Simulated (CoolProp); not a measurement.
Saturation properties of R1123.

Computed with CoolProp (reference Helmholtz-energy equation of state, Akasaka 2020).

```
T (K)  p (kPa)  vapour density (kg/m³)
-----  -------  ----------------------
252.1      ___                     ___
259.3    706.8                   31.29
266.5    888.4                   39.38
273.6      ___                   49.01
280.8     1349                   60.84
288       1639                   75.23
295.2      ___                   92.91
302.4      ___                   115.0
```

Problem. Fill in the missing entries.

Solution. 
- 252.1, p (kPa): 554.5
- 252.1, vapour density (kg/m³): 24.63
- 273.6, p (kPa): 1099
- 295.2, p (kPa): 1972
- 302.4, p (kPa): 2354

It boils at 211.9 K under 1 atm.
